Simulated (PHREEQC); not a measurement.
Solution (25 °C): 1.4 mol/kgw KCl and 0.0016 mol/kgw H4SiO4. It is in equilibrium with CO2 at log p = -3.4 (atm). Otherwise closed; pH follows from the charge balance.

Model: Pitzer model, pitzer.dat, run in PHREEQC.

The pH is 5.52. The ionic strength is 1.40 mol/kgw and the activity of water is 0.955. The density comes out as 1.058 g/cm³ and the osmotic coefficient is 0.903.

| species | molality | activity | log γ |
|---|---|---|---|
| Cl- | 1.40 | 0.822 | -0.231 |
| K+ | 1.40 | 0.822 | -0.231 |
| H4SiO4 | 0.00160 | 0.00169 | 0.023 |
| CO2 | 1.19e-5 | 1.36e-5 | 0.056 |
| H+ | 3.40e-6 | 3.01e-6 | -0.053 |
| HCO3- | 3.21e-6 | 1.96e-6 | -0.214 |
| H3SiO4- | 1.87e-7 | 8.27e-8 | -0.354 |
| OH- | 4.68e-9 | 3.22e-9 | -0.163 |

No solid was allowed to form. In brines, pH and single-ion activities rest on the MacInnes convention.
